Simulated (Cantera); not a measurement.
Input: 1 mol C₂H₆, 0.12 mol NH₃, 2 mol N₂, 0.25 mol O₂, at 850 K and 0.00310 bar.

These are equilibrium values from Cantera (NASA tables, ideal gas, pure condensed phases), not measurements of a reactor. Candidate condensed phases: C, C₆H₆, C₇H₈, C₈H₁₈, H₂O; 136 gas species. Rates play no part.

Base state: H₂ 0.553, N₂ 0.360, CO 0.0853, H₂O 0.00103, CH₄ 0.000590, CO₂ 0.000486 (mole fractions); condensed: C(graphite).

Task: What changes in the equilibrium state with this change: O₂ from 0.25 to 0.015 mol?

Result: 
| species | before | after |
|---|---|---|
| H₂ | 0.553 | 0.602 |
| N₂ | 0.360 | 0.391 |
| CO | 0.0853 | 0.00562 |
| CO₂ | 0.000486 | 2.11e-6 |
| H₂O | 0.00103 | 7.40e-5 |
| CH₄ | 0.000590 | 0.000700 |
| C(graphite), mol | 1.51 | 1.97 |
